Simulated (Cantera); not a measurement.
A closed system holds: 1 mol Al, 2.7 mol HCl, 0.46 mol H2, at 848.15 K and 410 Pa.

Method: chemical equilibrium by Gibbs-energy minimisation in Cantera with the NASA 1993 tables (ideal gas, pure condensed phases). Candidate condensed phases: Al, AlCl3; 12 gas species. The tables' values for AlCl2 are old estimates; treat these amounts as uncertain. The numbers say what is thermodynamically allowed, not how fast it happens.

Base state: H2 0.664, AlCl3 0.325, AlCl 0.00788, AlCl2 0.00197, Al2Cl6 0.000529, HCl 1.43e-5 (mole fractions); condensed: Al(s).

Question: What changes in the equilibrium state with this change: temperature from 848.15 K to 473.15 K?

Answer: 
```csv
species,before,after
H2,0.664,0.798
Al2Cl6,0.000529,0.195
AlCl3,0.325,0.00684
AlCl,0.00788,<1e-9
AlCl2,0.00197,<1e-9
"Al(s), mol",0.0839,0.100
```
